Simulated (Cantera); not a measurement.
# Chlorosilane synthesis and conversion: SiCl4 + HCl + H2

Charge: 1 mol SiCl4, 0.53 mol HCl, 7.1 mol H2, at 0.110 bar.

Method: chemical equilibrium by Gibbs-energy minimisation in Cantera with the NASA 1993 tables (ideal gas, pure condensed phases). Candidate condensed phases: Si; 19 gas species. The tables' values for SiCl3 are old estimates; treat these amounts as uncertain. Kinetics and transport are ignored.

From 623 K to 1273 K nothing is condensed. The main Si-bearing gas is SiCl4 throughout.

```csv
T (K),log p H2,log p HCl,log p SiCl4,log p SiCl2,log p SiHCl3,log p SiCl3,log p SiH2Cl2,log p SiH3Cl
623,-1.04,-2.17,-1.89,<-12,-5.10,-9.73,-9.58,<-12
673,-1.04,-2.17,-1.90,-12.69,-4.67,-8.63,-8.65,<-12
723,-1.04,-2.17,-1.90,-11.07,-4.30,-7.68,-7.86,-12.08
773,-1.04,-2.16,-1.90,-9.66,-3.98,-6.86,-7.18,-11.02
823,-1.04,-2.16,-1.90,-8.44,-3.71,-6.15,-6.59,-10.10
873,-1.05,-2.15,-1.91,-7.37,-3.47,-5.52,-6.08,-9.30
923,-1.05,-2.14,-1.91,-6.43,-3.27,-4.97,-5.64,-8.61
973,-1.05,-2.12,-1.92,-5.60,-3.10,-4.49,-5.26,-8.02
1023,-1.05,-2.10,-1.94,-4.88,-2.96,-4.07,-4.94,-7.51
1073,-1.05,-2.07,-1.96,-4.25,-2.85,-3.70,-4.68,-7.08
1123,-1.06,-2.03,-1.98,-3.71,-2.77,-3.39,-4.47,-6.75
1173,-1.06,-1.98,-2.02,-3.27,-2.73,-3.14,-4.34,-6.51
1223,-1.07,-1.92,-2.08,-2.92,-2.74,-2.95,-4.28,-6.37
1273,-1.08,-1.85,-2.16,-2.66,-2.79,-2.81,-4.28,-6.32
```
log p: log10 of the partial pressure in bar; nothing condenses.
